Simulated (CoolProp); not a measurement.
A single-stage vapour-compression cycle with ethane: evaporating at 202.15 K (dew point), condensing at 237.15 K (bubble point), superheat 10 K, subcooling 0 K, compressor efficiency 0.8, no pressure losses. Each further row changes one setting.

Values from CoolProp's reference Helmholtz-energy equation of state, Bücker 2006.

| case | cooling COP | pressure ratio | discharge temperature (K) | refrigerating effect (kJ/kg) | volumetric capacity (kJ/m³) |
|---|---|---|---|---|---|
| as stated | ? | 3.70 | 283.8 | 387 | 1670 |
| evaporating temperature 207.15 K | 4.66 | 2.98 | 277.4 | 392 | 2070 |
| condensing temperature 232.15 K | ? | ? | ? | 401 | 1730 |
| subcooling 5 K | ? | 3.70 | 283.8 | 401 | 1730 |
| superheat 20 K | 3.77 | 3.70 | ? | 403 | 1640 |
| compressor efficiency 0.7 | ? | 3.70 | 291.6 | 387 | 1670 |

Question: Some entries are withheld; supply them.

Answer: 
- as stated, cooling COP: 3.82
- condensing temperature 232.15 K, cooling COP: 4.57
- condensing temperature 232.15 K, pressure ratio: 3.15
- condensing temperature 232.15 K, discharge temperature (K): 274.5
- subcooling 5 K, cooling COP: 3.96
- superheat 20 K, discharge temperature (K): 295.2
- compressor efficiency 0.7, cooling COP: 3.34
